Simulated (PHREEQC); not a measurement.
Consider water at 25 °C with 0.41 mol/kgw NaHSO4 and 0.00075 mol/kgw KOH. Closed to the air; pH follows from the charge balance.

The numbers come from PHREEQC with the ion-association model, phreeqc.dat.

Each row changes one thing in this solution. Precipitation was switched off in this run.

```json
[
 {"case": "as made", "pH": "0.97", "ionic strength (mol/kgw)": "0.615"},
 {"case": "temperature from 25 to 75 °C", "pH": "1.19", "ionic strength (mol/kgw)": "0.529"},
 {"case": "NaHSO4 from 0.41 to 0.451 mol/kgw", "pH": "0.94", "ionic strength (mol/kgw)": "0.670"},
 {"case": "0.0093 mol/kgw MnSO4 added", "pH": "0.98", "ionic strength (mol/kgw)": "0.632"},
 {"case": "KOH replaced by KF at the same molality", "pH": "0.97", "ionic strength (mol/kgw)": "0.615"},
 {"case": "NaHSO4 left out", "pH": "10.86", "ionic strength (mol/kgw)": "0.000750"}
]
```

Species that the database lacks are ignored. Constants without temperature data keep their 25 °C values here.
